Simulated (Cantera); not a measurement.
An adiabatic, constant-volume homogeneous reactor starts with H2 : O2 : N2 = 1 : 1.22 : 4.59 (molar parts), at 998 K and 12.0 bar. Integrator tolerance rtol = 1e-08.

Detailed kinetics in Cantera: the H2/O2 subset of GRI-Mech 3.0, which has no nitrogen chemistry. The hydrogen kinetics of GRI-Mech 3.0 are dated; newer H2 mechanisms differ, most at raised pressure. The pressure lies above the range GRI-Mech 3.0 was tuned for (to about 10 atm).

**Question.** What does this change do: constant pressure in place of constant volume?

**Answer.** 
```json
[
 {"quantity": "time of steepest temperature rise", "before": "12.3 ms", "after": "13.4 ms"},
 {"quantity": "temperature at 0.800 s", "before": "2304 K", "after": "2054 K"},
 {"quantity": "equilibrium temperature", "before": "2304 K", "after": "2054 K"},
 {"quantity": "x(H2) at 0.800 s", "before": "0.000196 (gas-phase equilibrium 0.000196)", "after": "5.82e-5 (gas-phase equilibrium 5.82e-5)"},
 {"quantity": "x(O2) at 0.800 s", "before": "0.113 (gas-phase equilibrium 0.113)", "after": "0.114 (gas-phase equilibrium 0.114)"},
 {"quantity": "x(O) at 0.800 s", "before": "0.000339 (gas-phase equilibrium 0.000339)", "after": "9.79e-5 (gas-phase equilibrium 9.79e-5)"},
 {"quantity": "x(OH) at 0.800 s", "before": "0.00355 (gas-phase equilibrium 0.00355)", "after": "0.00153 (gas-phase equilibrium 0.00153)"},
 {"quantity": "x(HO2) at 0.800 s", "before": "1.46e-5 (gas-phase equilibrium 1.46e-5)", "after": "5.16e-6 (gas-phase equilibrium 5.16e-6)"},
 {"quantity": "x(H) at 0.800 s", "before": "2.75e-5 (gas-phase equilibrium 2.75e-5)", "after": "5.16e-6 (gas-phase equilibrium 5.16e-6)"}
]
```
